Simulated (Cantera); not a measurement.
A closed system holds: 1 mol CuO, 1.1 mol CO, equilibrated at 825 K and 0.000370 bar.

Equilibrium computed with Cantera from the NASA thermochemical tables; the gas is ideal and each condensed phase is pure. Candidate condensed phases: C, Cu, CuO, Cu₂O; 15 gas species. Kinetics and transport are ignored.

Base state: CO₂ 0.909, CO 0.0909 (mole fractions); condensed: Cu(s).

### Question
What changes in the equilibrium state with this change: CuO replaced by Ta₂O₅?

### Answer
```
species           before   after
----------------  ------  ------
CO                0.0909   0.984
CO₂                0.909  0.0161
Cu(s), mol          1.00       0
C(graphite), mol       0  0.0175
Ta₂O₅(s), mol          0    1.00
```
Further candidate phases: Ta, TaC, Ta₂O₅.

### Question
What changes in the equilibrium state with this change: 0.011 mol NH₃ added?

### Answer
| species | before | after |
|---|---|---|
| CO₂ | 0.909 | 0.881 |
| CO | 0.0909 | 0.0996 |
| H₂O | 0 | 0.0105 |
| N₂ | 0 | 0.00490 |
| H₂ | 0 | 0.00423 |
| Cu(s), mol | 1.00 | 1.00 |
Further candidate phases: C₆H₆, C₇H₈, C₈H₁₈, Cu(OH)₂, H₂O.
